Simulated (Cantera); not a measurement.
Thermodynamics of sublimation and decomposition of ceramics, feed SiO₂ + H₂

A closed system holds: 1 mol SiO₂, 0.084 mol H₂, at 1898.15 K and 1.00 bar.

Method: chemical equilibrium by Gibbs-energy minimisation in Cantera with the NASA 1993 tables (ideal gas, pure condensed phases). Candidate condensed phases: H₂O, Si, SiO₂; 18 gas species. The tables hold silica as quartz up to 1696 K and as liquid above; real silica turns to tridymite and cristobalite and melts near 1996 K. Rates play no part.

The x(H₂) is 0.992. The x(SiO) comes out as 0.00365. The x(H₂O) is 0.00365 and the x(H) comes out as 0.000779. The n(SiO₂(condensed)) comes out as 1.000 mol and the gas amount comes out as 0.08434 mol. The log10 activity of Si(l) (absent) is -3.04.
